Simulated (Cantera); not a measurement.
Cantera run:

```python
import numpy as np
import cantera as ct

gas_names = [...]  # 62 gases of nasa_gas.yaml made of B, F, H, N, O
cond_names = """
    B(b) B(L) BN(s) B2O3(L) B3O3H3(cr) H2O(s) H2O(L)
""".split()


# ... load() reads the species with a 1 bar reference pressure and builds the phases ...
atoms = {
    'BF3': {'B': 1, 'F': 3},
    'N2': {'N': 2},
    'H2': {'H': 2},
    'H2O': {'H': 2, 'O': 1},
}
top_T = {'BN(s)': 3200}  # K; cautious upper limits of use, not melting points


# ... equilibrate(T, P, feed) seeds the gas with the atoms and calls Mixture.equilibrate('TP', solver="vcs", rtol=1e-11, max_steps=5000) ...
results = []
P = 34  # Pa
for T in [973, 1123, 1273, 1423, 1573, 1723, 1873, 2023, 2173, 2323]:
    for m in [0.15, 0.33, 0.51, 0.68, 0.86, 1, 1.2, 1.4, 1.6, 1.8]:
        feed = {'BF3': 1, 'N2': 0.2, 'H2': 2.8, 'H2O': m}  # mol
        mix = equilibrate(T, P, feed)
        results.append((T, P, feed, dict(zip(mix.species_names, mix.species_moles))))

for T, P, feed, n in results:
    print(f"{T:7g} {feed['H2O']:10.4g}  " + (" + ".join(c for c in cond_names if n.get(c, 0) > 1e-12) or "gas only"))
```

Result:

```
    973       0.15  gas only
    973       0.33  B2O3(L)
    973       0.51  B2O3(L)
    973       0.68  B2O3(L)
    973       0.86  B2O3(L)
    973          1  B2O3(L)
    973        1.2  B2O3(L)
    973        1.4  B2O3(L)
    973        1.6  B2O3(L)
    973        1.8  B2O3(L)
   1123       0.15  gas only
   1123       0.33  gas only
   1123       0.51  gas only
   1123       0.68  B2O3(L)
   1123       0.86  B2O3(L)
   1123          1  B2O3(L)
   1123        1.2  B2O3(L)
   1123        1.4  B2O3(L)
   1123        1.6  B2O3(L)
   1123        1.8  B2O3(L)
   1273       0.15  gas only
   1273       0.33  gas only
   1273       0.51  gas only
   1273       0.68  gas only
   1273       0.86  gas only
   1273          1  gas only
   1273        1.2  gas only
   1273        1.4  gas only
   1273        1.6  gas only
   1273        1.8  gas only
   1423       0.15  gas only
   1423       0.33  gas only
   1423       0.51  gas only
   1423       0.68  gas only
   1423       0.86  gas only
   1423          1  gas only
   1423        1.2  gas only
   1423        1.4  gas only
   1423        1.6  gas only
   1423        1.8  gas only
   1573       0.15  gas only
   1573       0.33  gas only
   1573       0.51  gas only
   1573       0.68  gas only
   1573       0.86  gas only
   1573          1  gas only
   1573        1.2  gas only
   1573        1.4  gas only
   1573        1.6  gas only
   1573        1.8  gas only
   1723       0.15  gas only
   1723       0.33  gas only
   1723       0.51  gas only
   1723       0.68  gas only
   1723       0.86  gas only
   1723          1  gas only
   1723        1.2  gas only
   1723        1.4  gas only
   1723        1.6  gas only
   1723        1.8  gas only
   1873       0.15  gas only
   1873       0.33  gas only
   1873       0.51  gas only
   1873       0.68  gas only
   1873       0.86  gas only
   1873          1  gas only
   1873        1.2  gas only
   1873        1.4  gas only
   1873        1.6  gas only
   1873        1.8  gas only
   2023       0.15  gas only
   2023       0.33  gas only
   2023       0.51  gas only
   2023       0.68  gas only
   2023       0.86  gas only
   2023          1  gas only
   2023        1.2  gas only
   2023        1.4  gas only
   2023        1.6  gas only
   2023        1.8  gas only
   2173       0.15  gas only
   2173       0.33  gas only
   2173       0.51  gas only
   2173       0.68  gas only
   2173       0.86  gas only
   2173          1  gas only
   2173        1.2  gas only
   2173        1.4  gas only
   2173        1.6  gas only
   2173        1.8  gas only
   2323       0.15  gas only
   2323       0.33  gas only
   2323       0.51  gas only
   2323       0.68  gas only
   2323       0.86  gas only
   2323          1  gas only
   2323        1.2  gas only
   2323        1.4  gas only
   2323        1.6  gas only
   2323        1.8  gas only
```

Cantera equilibrium calculation (NASA polynomials, part measured and part estimated; ideal gas, pure solids and liquids). The tables' values for BF2 are old estimates.
